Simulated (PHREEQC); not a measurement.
Dissolve 2.6 mol LiCl, 0.038 mol Na2SO4 and 0.16 mol KBr per kg of water at 20 °C. Closed to the air; pH follows from the charge balance.

Model: Pitzer model, pitzer.dat, run in PHREEQC.

This is a speciation only: nothing precipitates in the calculation.

### Question
Estimate the activity of water.

### Answer
activity of water 0.882.
